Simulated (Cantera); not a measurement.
Carbothermic reduction: Fe3O4 + C + H2

Feed: 1 mol Fe3O4, 0.38 mol C, 1.2 mol H2, held at 5.00 mbar.

Cantera equilibrium calculation (NASA polynomials, part measured and part estimated; ideal gas, pure solids and liquids). Candidate condensed phases: C, C6H6, C7H8, C8H18, Fe, Fe(CO)5, FeO, Fe(OH)2, Fe(OH)3, Fe2O3, Fe3O4, H2O; 114 gas species. The tables' stoichiometric FeO is somewhat more stable than real wüstite, so its field is too wide. FeO: taken at fixed stoichiometry. Rates play no part.

| T (K) | x H2 | x H2O | x Fe | x CO | x O2 | x FeO | x CO2 | x O | x H | x OH | n FeO(s) | n FeO(l) |
|---|---|---|---|---|---|---|---|---|---|---|---|---|
| 1148 | 0.454 | 0.305 | 5.95e-10 | 0.153 | <1e-12 | <1e-12 | 0.0872 | <1e-12 | 6.83e-7 | 2.74e-9 | 3.00 | 0 |
| 1248 | 0.443 | 0.317 | 1.97e-8 | 0.165 | <1e-12 | 1.52e-11 | 0.0757 | <1e-12 | 4.39e-6 | 3.21e-8 | 3.00 | 0 |
| 1348 | 0.434 | 0.326 | 3.81e-7 | 0.174 | 4.40e-12 | 5.51e-10 | 0.0667 | 1.21e-11 | 2.15e-5 | 2.61e-7 | 3.00 | 0 |
| 1448 | 0.427 | 0.333 | 4.85e-6 | 0.181 | 1.03e-10 | 1.20e-8 | 0.0596 | 2.80e-10 | 8.51e-5 | 1.58e-6 | 3.00 | 0 |
| 1548 | 0.421 | 0.339 | 4.38e-5 | 0.187 | 1.61e-9 | 1.72e-7 | 0.0539 | 4.33e-9 | 0.000282 | 7.59e-6 | 3.00 | 0 |
| 1648 | 0.415 | 0.343 | 0.000300 | 0.191 | 1.80e-8 | 1.77e-6 | 0.0493 | 4.80e-8 | 0.000812 | 3.01e-5 | 3.00 | 0 |
| 1748 | 0.409 | 0.347 | 0.00147 | 0.194 | 1.54e-7 | 1.24e-5 | 0.0456 | 4.07e-7 | 0.00207 | 0.000102 | 0 | 3.00 |
| 1848 | 0.399 | 0.352 | 0.00592 | 0.195 | 1.08e-6 | 7.00e-5 | 0.0430 | 2.78e-6 | 0.00474 | 0.000307 | 0 | 2.99 |
| 1948 | 0.376 | 0.359 | 0.0195 | 0.193 | 6.78e-6 | 0.000327 | 0.0419 | 1.64e-5 | 0.00980 | 0.000847 | 0 | 2.97 |
| 2048 | 0.328 | 0.373 | 0.0513 | 0.182 | 4.36e-5 | 0.00130 | 0.0434 | 8.96e-5 | 0.0181 | 0.00224 | 0 | 2.91 |
| 2148 | 0.253 | 0.391 | 0.105 | 0.161 | 0.000320 | 0.00451 | 0.0487 | 0.000488 | 0.0296 | 0.00590 | 0 | 2.80 |
| 2248 | 0.166 | 0.397 | 0.172 | 0.130 | 0.00268 | 0.0139 | 0.0573 | 0.00267 | 0.0423 | 0.0152 | 0 | 2.62 |
| 2348 | 0.0904 | 0.346 | 0.250 | 0.0913 | 0.0216 | 0.0387 | 0.0607 | 0.0136 | 0.0525 | 0.0345 | 0 | 2.28 |
| 2448 | 0.0277 | 0.145 | 0.396 | 0.0374 | 0.115 | 0.0985 | 0.0323 | 0.0536 | 0.0469 | 0.0477 | 0 | 0.302 |
x: gas mole fraction; n: condensed amount in mol.

From 1148 K to 1648 K the condensed part is FeO(s). From 1748 K to 2448 K the condensed part is FeO(l). The main Fe-bearing gas is Fe(OH)2 at 1148 K and Fe at 2448 K.
